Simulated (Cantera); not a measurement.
An isothermal, constant-pressure homogeneous reactor starts with CH4 : H2 : CO2 = 0.031 : 1 : 0.0032 (molar parts), at 1273 K and 97.5 Torr. Integrator tolerance rtol = 1e-08.

Model: GRI-Mech 3.0 (53 species, 325 reactions), integrated in Cantera. GRI-Mech 3.0 stops at C3 and has no aromatics, soot or wall deposition, so with more carbon than oxygen in the feed, carbon stays in small species such as C2H2 where larger ones or solid carbon would form.

Q: What does this change do: temperature 1273 to 1975 K?

A: 
```
quantity                                             before                                      after
----------------  -----------------------------------------  -----------------------------------------
x(CH4) at 3.00 s      0.0300 (gas-phase equilibrium 0.0261)  0.000270 (gas-phase equilibrium 0.000252)
x(H2) at 3.00 s         0.967 (gas-phase equilibrium 0.967)        0.977 (gas-phase equilibrium 0.977)
x(CO2) at 3.00 s    0.00299 (gas-phase equilibrium 1.51e-9)   3.75e-8 (gas-phase equilibrium 2.95e-11)
x(CH2) at 3.00 s  1.09e-12 (gas-phase equilibrium 1.21e-12)    1.02e-7 (gas-phase equilibrium 9.50e-8)
x(CO) at 3.00 s    0.000107 (gas-phase equilibrium 0.00615)    0.00595 (gas-phase equilibrium 0.00598)
x(O) at 3.00 s        <1e-12 (gas-phase equilibrium <1e-12)    2.61e-11 (gas-phase equilibrium <1e-12)
```
